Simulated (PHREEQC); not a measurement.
Consider water at 25 °C with 0.0095 mol TMAH, 4.5e-07 mol H4SiO4 and 0.0056 mol K3PO4 per kg of water. Closed to the air; pH follows from the charge balance.

Equilibrium calculation in PHREEQC: ion-association model, wateq4f.dat.

```tsv
quantity	before	after
pH	12.01	11.10
ionic strength (mol/kgw)	0.0376	0.0340
PO4-3 (mol/kgw)	0.00289	0.00112
HPO4-2 (mol/kgw)	0.00267	0.00441
KHPO4- (mol/kgw)	4.30e-5	6.97e-5
H3SiO4- (mol/kgw)	4.02e-7	4.07e-7
SI of Quartz (SiO2)	-4.67	-4.64
```

Task: What was changed between the two runs?
(A) K3PO4 from 0.0056 to 0.00504 mol/kgw
(B) 0.011 mol/kgw H3AsO4 added
(C) TMAH replaced by (CH3)4NCl at the same molality
(D) temperature from 25 to 55 °C
(E) temperature from 25 to 60 °C

Result: E, temperature from 25 to 60 °C

Precipitation was switched off in this run. (CH3)4N+ isn't in the database: it is added as a free cation with an ion size of 4 Å. H3PO4, which wateq4f.dat lacks, is added to it with the constant of phreeqc.dat. Constants without temperature data keep their 25 °C values here.
